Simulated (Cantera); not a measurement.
Input (Python, Cantera) and output of one run.

```python
import numpy as np
import cantera as ct

gas_names = """
    C CN CO CO2 C2 CCN CNC C2N2 C2O C3 C3O2 C4 C4N2 C5 Fe FeC5O5 FeO N NCO NO NO2 NO3 N2 N2O O O2 O3
""".split()
cond_names = """
    C(gr) Fe(a) Fe(c) Fe(d) Fe(L) FeC5O5(L) FeO(s) FeO(L) Fe2O3(s) Fe3O4(s)
""".split()


def load(file, names, dense=False):
    # The tables refer to 1 bar. Condensed volumes are neglected.
    table = {s.name: s for s in ct.Species.list_from_file(file)}
    out = []
    for n in names:
        d = dict(table[n].input_data)
        d["thermo"] = dict(d["thermo"], **{"reference-pressure": 1e5})
        if dense:
            d["equation-of-state"] = {"model": "constant-volume", "density": "1e6 g/cm^3"}
        out.append(ct.Species.from_dict(d))
    return out


gas = ct.Solution(thermo="ideal-gas", species=load("nasa_gas.yaml", gas_names))
cond = {s.name: ct.Solution(thermo="fixed-stoichiometry", species=[s], name=s.name)
        for s in load("nasa_condensed.yaml", cond_names, dense=True)}
atoms = {
    'Fe(CO)5': {'Fe': 1, 'C': 5, 'O': 5},
    'CO': {'C': 1, 'O': 1},
    'N2': {'N': 2},
}
top_T = {'C(gr)': 4500, 'Fe2O3(s)': 1830, 'Fe3O4(s)': 1870}  # K; cautious upper limits of use, not melting points


def equilibrate(T, P, feed):
    n = {}
    for name, mol in feed.items():
        for a, k in atoms[name].items():
            n[a] = n.get(a, 0.0) + k * mol
    gas.TPX = T, P, n
    mass = sum(n.values()) * gas.mean_molecular_weight
    gas.equilibrate("TP")
    valid = [c for c in cond.values() if c.min_temp <= T <= top_T.get(c.name, c.max_temp)]
    mix = ct.Mixture([(gas, mass / gas.mean_molecular_weight)] + [(c, 0.0) for c in valid])
    mix.T, mix.P = T, P
    mix.equilibrate("TP", solver="vcs", rtol=1e-11, max_steps=5000)
    return mix


results = []
feed = {'Fe(CO)5': 1, 'CO': 0.39, 'N2': 46}  # mol
P = 133.322  # Pa
for T in [823, 923, 1023, 1123, 1223, 1323, 1423]:
    mix = equilibrate(T, P, feed)
    results.append((T, P, feed, dict(zip(mix.species_names, mix.species_moles))))

top = {s: max(r[3][s] / sum(r[3][g] for g in gas_names) for r in results) for s in gas_names}
cols = sorted((s for s in top if top[s] > 0.001), key=lambda s: -top[s])[:5]
seen = [c for c in cond_names if any(r[3].get(c, 0) > 1e-12 for r in results)]
print("log10 of partial pressures in bar; condensed amounts in mol")
print(f"{'T/K':>10s}" + "".join(f"{s[:9]:>10s}" for s in cols + seen))
for T, P, feed, n in results:
    ng = sum(n[g] for g in gas_names)
    print(f"{T:10.4g}" + "".join(f"{np.log10(max(n[s] / ng * P / 1e5, 1e-99)):10.3f}" for s in cols)
          + "".join(f"{n.get(c, 0):10.4g}" for c in seen))
```

Result:

```
log10 of partial pressures in bar; condensed amounts in mol
       T/K        N2        CO     C(gr)     Fe(a)     Fe(c)
       823    -2.923    -3.860   0.03518         1         0
       923    -2.923    -3.855  0.002374         1         0
      1023    -2.923    -3.854 0.0002696         1         0
      1123    -2.923    -3.854 4.551e-05         1         0
      1223    -2.923    -3.854 1.037e-05         0         1
      1323    -2.923    -3.854 2.966e-06         0    0.9999
      1423    -2.923    -3.854 9.262e-07         0     0.999
```

Cantera equilibrium calculation (NASA polynomials, part measured and part estimated; ideal gas, pure solids and liquids). Condensed phases not in the tables: cementite and carbon dissolved in iron.
